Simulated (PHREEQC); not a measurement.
1 kg of water holding 0.46 mol/kgw KCl, 0.025 mol/kgw Na2CO3, 0.02 mol/kgw NaCl, 0.013 mol/kgw NaHCO3 and 0.01 mol/kgw Na2SO4 is evaporated at 25 °C; the solids stay in contact with the brine. CO2 is held at log p = -3.4 (atm). Only these solids could form: Arcanite, Burkeite, Glaserite, Halite, Kalicinite, Mirabilite, Misenite, Nahcolite, Natron, Sylvite, Thenardite, Trona.

The series has 28 steps of water left (kg), from 0.9999 to 0.00426.

Model: Pitzer model, pitzer.dat, run in PHREEQC.

Task: Which solids form, in which order, and at which step of the series does each first stand?

Result: Arcanite from water left = 0.09506 kg (pH 9.92), last present at water left = 0.0357 kg; Sylvite from water left = 0.09506 kg (pH 9.92); Glaserite from water left = 0.02936 kg (pH 10.11); Trona from water left = 0.01969 kg (pH 10.11); Halite from water left = 0.006717 kg (pH 9.82).
